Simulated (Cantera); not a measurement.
## Adiabatic ignition

An adiabatic, constant-pressure homogeneous reactor starts with CH3OH : O2 : N2 = 1 : 1.15 : 8.19 (molar parts), equivalence ratio 1.3, at 1475 K and 101000 Pa.

Cantera simulation using GRI-Mech 3.0 (53 species, 325 reactions); the numbers are that mechanism's predictions, not measurements. GRI-Mech 3.0 was tuned for natural gas; its chemistry of methanol as a main component is partial and can be far from experiment.

```json
[
 {"t (s)": "9.00e-6", "T (K)": "1475", "x CH3OH": "0.0967", "x O2": "0.111", "x CO": "4.14e-6", "x NO": "<1e-12", "x H2O2": "7.26e-8", "x HCN": "<1e-12", "x CH4": "1.90e-6"},
 {"t (s)": "2.10e-5", "T (K)": "1475", "x CH3OH": "0.0966", "x O2": "0.111", "x CO": "9.87e-6", "x NO": "<1e-12", "x H2O2": "8.51e-7", "x HCN": "<1e-12", "x CH4": "8.00e-6"},
 {"t (s)": "4.90e-5", "T (K)": "1475", "x CH3OH": "0.0963", "x O2": "0.111", "x CO": "2.51e-5", "x NO": "<1e-12", "x H2O2": "7.67e-6", "x HCN": "<1e-12", "x CH4": "2.50e-5"},
 {"t (s)": "0.000114", "T (K)": "1476", "x CH3OH": "0.0949", "x O2": "0.110", "x CO": "0.000101", "x NO": "<1e-12", "x H2O2": "5.35e-5", "x HCN": "1.09e-12", "x CH4": "5.43e-5"},
 {"t (s)": "0.000266", "T (K)": "1532", "x CH3OH": "0.0692", "x O2": "0.0967", "x CO": "0.00711", "x NO": "2.90e-11", "x H2O2": "0.000875", "x HCN": "2.84e-11", "x CH4": "9.76e-5"},
 {"t (s)": "0.000621", "T (K)": "2333", "x CH3OH": "<1e-12", "x O2": "0.00559", "x CO": "0.0469", "x NO": "8.64e-5", "x H2O2": "8.18e-8", "x HCN": "4.38e-11", "x CH4": "<1e-12"},
 {"t (s)": "0.00145", "T (K)": "2466", "x CH3OH": "<1e-12", "x O2": "0.00209", "x CO": "0.0440", "x NO": "0.000246", "x H2O2": "4.83e-8", "x HCN": "2.88e-10", "x CH4": "<1e-12"},
 {"t (s)": "0.00338", "T (K)": "2491", "x CH3OH": "<1e-12", "x O2": "0.00139", "x CO": "0.0433", "x NO": "0.000471", "x H2O2": "3.91e-8", "x HCN": "7.06e-10", "x CH4": "<1e-12"},
 {"t (s)": "0.00788", "T (K)": "2490", "x CH3OH": "<1e-12", "x O2": "0.00132", "x CO": "0.0434", "x NO": "0.000861", "x H2O2": "3.78e-8", "x HCN": "1.11e-9", "x CH4": "<1e-12"},
 {"t (s)": "0.0184", "T (K)": "2487", "x CH3OH": "<1e-12", "x O2": "0.00127", "x CO": "0.0436", "x NO": "0.00138", "x H2O2": "3.68e-8", "x HCN": "1.62e-9", "x CH4": "<1e-12"},
 {"t (s)": "0.0429", "T (K)": "2485", "x CH3OH": "<1e-12", "x O2": "0.00124", "x CO": "0.0437", "x NO": "0.00164", "x H2O2": "3.62e-8", "x HCN": "1.88e-9", "x CH4": "<1e-12"},
 {"t (s)": "0.100", "T (K)": "2485", "x CH3OH": "<1e-12", "x O2": "0.00124", "x CO": "0.0437", "x NO": "0.00166", "x H2O2": "3.62e-8", "x HCN": "1.91e-9", "x CH4": "<1e-12"}
]
```
x: mole fraction; the columns are a selection and need not sum to one.

```yaml
time_of_steepest_temperature_rise: 0.330 ms
temperature at 0.100 s: 2485 K
equilibrium_temperature: 2485 K
x(CH3OH) at 0.100 s: <1e-12 (gas-phase equilibrium <1e-12)
x(O2) at 0.100 s: 0.00124 (gas-phase equilibrium 0.00124)
x(CO) at 0.100 s: 0.0437 (gas-phase equilibrium 0.0437)
```
